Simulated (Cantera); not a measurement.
Source: NASA polynomial tables (part measured, part estimated), evaluated in Cantera. Values are per mole of reaction as written; species without (g) are pure solids or liquids, kept so even where they would boil at 1 bar.

2 NF₃(g) + 3 Cu + 3 H₂(g) → 2 NH₃(g) + 3 CuF₂, with ΔH° = -1445.2 kJ and ΔS° = -395.2 J/K at 300 K.

Problem. How far is the shortcut ΔG° ≈ ΔH°(300 K) − T·ΔS°(300 K) from the full temperature-dependent value at 1275, 1425, 1575, 1725, 1875, 2025, 2175, 2325, 2475, 2625 K?

Solution. 
```json
[
 {"T (K)": "1275", "shortcut (kJ)": "-941.3", "full (kJ)": "-981.9", "difference (kJ)": "40.6", "difference in log10 K": "-1.66", "condensed phases": "Cu(s), CuF₂(l)"},
 {"T (K)": "1425", "shortcut (kJ)": "-882.0", "full (kJ)": "-949.7", "difference (kJ)": "67.7", "difference in log10 K": "-2.48", "condensed phases": "Cu(l), CuF₂(l)"},
 {"T (K)": "1575", "shortcut (kJ)": "-822.7", "full (kJ)": "-916.2", "difference (kJ)": "93.5", "difference in log10 K": "-3.10", "condensed phases": "Cu(l), CuF₂(l)"},
 {"T (K)": "1725", "shortcut (kJ)": "-763.4", "full (kJ)": "-883.7", "difference (kJ)": "120.2", "difference in log10 K": "-3.64", "condensed phases": "Cu(l), CuF₂(l)"},
 {"T (K)": "1875", "shortcut (kJ)": "-704.1", "full (kJ)": "-852.1", "difference (kJ)": "148.0", "difference in log10 K": "-4.12", "condensed phases": "Cu(l), CuF₂(l)"},
 {"T (K)": "2025", "shortcut (kJ)": "-644.9", "full (kJ)": "-821.4", "difference (kJ)": "176.5", "difference in log10 K": "-4.55", "condensed phases": "Cu(l), CuF₂(l)"},
 {"T (K)": "2175", "shortcut (kJ)": "-585.6", "full (kJ)": "-791.5", "difference (kJ)": "205.9", "difference in log10 K": "-4.94", "condensed phases": "Cu(l), CuF₂(l)"},
 {"T (K)": "2325", "shortcut (kJ)": "-526.3", "full (kJ)": "-762.3", "difference (kJ)": "236.0", "difference in log10 K": "-5.30", "condensed phases": "Cu(l), CuF₂(l)"},
 {"T (K)": "2475", "shortcut (kJ)": "-467.0", "full (kJ)": "-733.9", "difference (kJ)": "266.8", "difference in log10 K": "-5.63", "condensed phases": "Cu(l), CuF₂(l)"},
 {"T (K)": "2625", "shortcut (kJ)": "-407.7", "full (kJ)": "-706.1", "difference (kJ)": "298.3", "difference in log10 K": "-5.94", "condensed phases": "Cu(l), CuF₂(l)"}
]
```
The shortcut ignores heat capacities and the phase changes listed.
